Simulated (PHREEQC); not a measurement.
Solution (20 °C): 0.0025 mol/kgw CuCl2, 0.048 mol/kgw HNO3 and 0.00036 mol/kgw H3BO3. Closed to the air; pH follows from the charge balance.

Model: ion-association model, phreeqc.dat, run in PHREEQC.

No solid was allowed to form.

### Question
What pH, density does the model give?

### Answer
pH 1.39; density 1.000 g/cm³.

Complexes and solids missing from the database can't appear.
